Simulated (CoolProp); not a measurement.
Vapour-liquid equilibrium of ethanol (1) + toluene (2) at 101 kPa; x and y are mole fractions of (1).

Model: multi-fluid Helmholtz-energy mixture model, Schroeder 2014 and Lemmon 2006; pair parameters Bell 2016, in CoolProp.

| x | bubble temperature (°C) | y at the bubble point | dew temperature at overall composition x (°C) | liquid density (mol/L) |
|---|---|---|---|---|
| 0.05 | 95.6 | 0.376 | 108.8 | 8.787 |
| 0.2 | 81.6 | 0.640 | 103.2 | 9.533 |
| 0.35 | 78.7 | 0.694 | 96.9 | 10.29 |
| 0.5 | 77.8 | 0.715 | 89.5 | 11.19 |
| 0.65 | 77.3 | 0.741 | 81.1 | 12.30 |
| 0.8 | 77.0 | 0.798 | 77.0 | 13.67 |
| 0.95 | 77.7 | 0.929 | 77.9 | 15.35 |

y crosses x between x = 0.65 and 0.8: the model has an azeotrope there.

The pair parameters rest on a limited set of measurements; away from them the model extrapolates. With so large a gap from Raoult's law the liquid may split in two, which this calculation doesn't test in full.
